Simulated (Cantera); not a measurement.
## Reactions in the system H-O-Zr

Cantera with NASA thermochemical tables; ideal gases at 1 bar, condensed phases pure. Values are per mole of reaction as written; species without (g) are pure solids or liquids, kept so even where they would boil at 1 bar.

Zr + 2 H2O(g) ⇌ 2 H2(g) + ZrO2

```csv
T (K),ΔH° (kJ),ΔS° (J/K),ΔG° (kJ),log10 K,condensed phases
1123,-592.4,-69.8,-514.1,23.91,"Zr(α), ZrO2(monoclinic)"
1273,-593.0,-70.4,-503.3,20.65,"Zr(β), ZrO2(monoclinic)"
1423,-589.7,-68.0,-493.0,18.09,"Zr(β), ZrO2(monoclinic)"
1573,-581.2,-62.3,-483.3,16.05,"Zr(β), ZrO2(tetragonal)"
1723,-579.5,-61.2,-474.0,14.37,"Zr(β), ZrO2(tetragonal)"
```
